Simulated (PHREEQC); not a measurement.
Solution (33 °C): 0.002 mol KHCO3, 0.014 mol NaHCO3 and 0.16 mol Cs2SO4 per kg of water. Closed to the air; pH follows from the charge balance.

All values are PHREEQC results (ion-association model, wateq4f.dat), not measurements.

This is a speciation only: nothing precipitates in the calculation.

Task: Estimate the pH, activity of water.

Result: pH 7.93; activity of water 0.991.

Task: In which forms is S present?

Result: SO4-2 98 %, NaSO4- 1.3 % of the S.
